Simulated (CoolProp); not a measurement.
A single-stage vapour-compression cycle with the fluid: evaporating at 243.15 K (dew point), condensing at 266.15 K (bubble point), superheat 2 K, subcooling 5 K, compressor efficiency 0.75, no pressure losses. The same conditions are run with several fluids, on thermodynamics alone (safety and materials aside).

Values from CoolProp's reference Helmholtz-energy equation of state of each fluid (R1224YDZ: Akasaka 2023; R152A: Outcalt 1996; isobutene: Lemmon 2005; R507A: Lemmon 2003; ethane: Bücker 2006; R21: Platzer 1990). The equations of Platzer and Polt are older, rougher fits. Blends and air are pseudo-pure fits.

```tsv
fluid	cooling COP	pressure ratio	discharge temperature (K)	refrigerating effect (kJ/kg)	volumetric capacity (kJ/m³)
R1224YDZ	7.58	3.32	279.2	172	154
R152A	7.51	2.64	290.7	308	797
isobutene	7.58	2.72	281.1	376	395
R507A	7.37	2.34	278.0	164	1830
ethane	6.86	1.89	285.0	339	6410
R21	7.53	3.11	302.6	242	209
```
